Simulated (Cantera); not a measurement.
An adiabatic, constant-volume homogeneous reactor starts with CH4 : CO : O2 : N2 = 1 : 0.22 : 1.41 : 5.29 (molar parts), equivalence ratio 1.5, at 1323 K and 1.00 bar. Integrator tolerance rtol = 1e-08.

Cantera simulation using GRI-Mech 3.0 (53 species, 325 reactions); the numbers are that mechanism's predictions, not measurements.

Problem. What does this change do: N2 5.29 to 7.2 parts?

Solution. 
| quantity | before | after |
|---|---|---|
| time of steepest temperature rise | 11.4 ms | 15.0 ms |
| temperature at 2.00 s | 2859 K | 2715 K |
| equilibrium temperature | 2859 K | 2715 K |
| x(CH4) at 2.00 s | <1e-12 (gas-phase equilibrium <1e-12) | <1e-12 (gas-phase equilibrium <1e-12) |
| x(CO) at 2.00 s | 0.105 (gas-phase equilibrium 0.105) | 0.0841 (gas-phase equilibrium 0.0841) |
| x(O2) at 2.00 s | 0.00187 (gas-phase equilibrium 0.00187) | 0.000726 (gas-phase equilibrium 0.000726) |
| x(CH3) at 2.00 s | 3.53e-12 (gas-phase equilibrium 4.18e-12) | 1.77e-12 (gas-phase equilibrium 2.06e-12) |
| x(H2O) at 2.00 s | 0.153 (gas-phase equilibrium 0.153) | 0.131 (gas-phase equilibrium 0.131) |
| x(HCN) at 2.00 s | 4.14e-8 (gas-phase equilibrium 4.14e-8) | 2.80e-8 (gas-phase equilibrium 2.80e-8) |
| x(CH2CO) at 2.00 s | <1e-12 (gas-phase equilibrium <1e-12) | <1e-12 (gas-phase equilibrium <1e-12) |

Problem. What does this change do: constant pressure in place of constant volume?

Solution. 
```
quantity                                                              before                                      after
---------------------------------  -----------------------------------------  -----------------------------------------
time of steepest temperature rise                                    11.4 ms                                    12.2 ms
temperature at 2.00 s                                                 2859 K                                     2632 K
equilibrium temperature                                               2859 K                                     2632 K
x(CH4) at 2.00 s                       <1e-12 (gas-phase equilibrium <1e-12)      <1e-12 (gas-phase equilibrium <1e-12)
x(CO) at 2.00 s                          0.105 (gas-phase equilibrium 0.105)        0.102 (gas-phase equilibrium 0.102)
x(O2) at 2.00 s                      0.00187 (gas-phase equilibrium 0.00187)  0.000799 (gas-phase equilibrium 0.000799)
x(CH3) at 2.00 s                   3.53e-12 (gas-phase equilibrium 4.18e-12)    <1e-12 (gas-phase equilibrium 1.02e-12)
x(H2O) at 2.00 s                         0.153 (gas-phase equilibrium 0.153)        0.161 (gas-phase equilibrium 0.161)
x(HCN) at 2.00 s                     4.14e-8 (gas-phase equilibrium 4.14e-8)    1.61e-8 (gas-phase equilibrium 1.61e-8)
x(CH2CO) at 2.00 s                     <1e-12 (gas-phase equilibrium <1e-12)      <1e-12 (gas-phase equilibrium <1e-12)
```
